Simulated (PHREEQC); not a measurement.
A column of 0.2 m (40 cells, dispersivity 0.007 m, 60 s a shift, diffusion coefficient 3e-10 m²/s) holds 0.54 eq of the database's cation exchanger X per kg of pore water, first in equilibrium with 4.3 mmol/kgw ZnCl2 and 0.01 mmol/kgw HCl. It is flushed with 47 mmol/kgw MgSO4, 86 mmol/kgw KCl, 13 mmol/kgw CdCl2 and 0.01 mmol/kgw HCl, at 25 °C. Values are for the last cell. CO2 from the air is kept out. Nothing may precipitate in this run.

The series has 33 steps of pore volumes, from 0 to 8.012.

The numbers come from PHREEQC with the ion-association model, phreeqc.dat.

**Question.** After how many pore volumes does K at the outlet first reach half of its feed value?

**Answer.** By 5.0 pore volumes.

**Question.** After how many pore volumes does Mg at the outlet first reach half of its feed value?

**Answer.** By 3.0 pore volumes.

**Question.** After how many pore volumes does S at the outlet first reach half of its feed value?

**Answer.** By 1.0 pore volumes.

Species that the database lacks are ignored.
